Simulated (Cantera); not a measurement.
A freely propagating, adiabatic, planar premixed flame of 21.9 % CO, 1.58 % H2, 13.5 % O2, 50.8 % N2, 12.3 % CO2, equivalence ratio 0.87, unburnt at 375 K and 0.168 atm; unity-Lewis-number transport, grid criteria slope 0.08 and curve 0.16, no radiation.

Model: GRI-Mech 3.0 (53 species, 325 reactions), integrated in Cantera. Unity Lewis numbers drop preferential diffusion, which matters most where H2 and H carry the flame. Burning velocities carry a grid error of a few per cent, more on coarse grids.

Predict: laminar burning velocity; thermal thickness; peak x(O); peak x(HO2); peak x(OH).


- laminar burning velocity: 28.6 cm/s
- thermal thickness: 6.07 mm
- peak x(O): 0.0136
- peak x(HO2): 4.49e-5
- peak x(OH): 0.00229
